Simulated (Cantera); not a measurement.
A closed system holds: 1 mol SiHCl₃, 0.011 mol CH₄, 16 mol H₂, held at 2073.15 K and 37.5 Torr.

Equilibrium computed with Cantera from the NASA thermochemical tables; the gas is ideal and each condensed phase is pure. Candidate condensed phases: C, C₆H₆, C₇H₈, C₈H₁₈, Si, SiC; 109 gas species. Mutual solubility and eutectic melting of coexisting phases are not modelled. The tables' values for SiCl, SiCl₃ are old estimates; treat these amounts as uncertain. Gases not in the tables: Si₂H₆ and higher silanes. Rates play no part.

Base state: H₂ 0.851, HCl 0.105, SiCl₂ 0.0287, H 0.0109, Si 0.00200, SiCl 0.00108, Cl 0.000991, SiH 0.000237 (mole fractions); condensed: Si(l) + SiC(s).

Task: What changes in the equilibrium state with this change: SiHCl₃ replaced by SiCl₄?

Result: 
| species | before | after |
|---|---|---|
| H₂ | 0.851 | 0.812 |
| HCl | 0.105 | 0.128 |
| SiCl₂ | 0.0287 | 0.0444 |
| H | 0.0109 | 0.0106 |
| SiCl₃ | 0.000131 | 0.000253 |
| SiCl | 0.00108 | 0.00134 |
| Si(l), mol | 0.400 | 0.108 |
| SiC(s), mol | 0.00943 | 0.00944 |
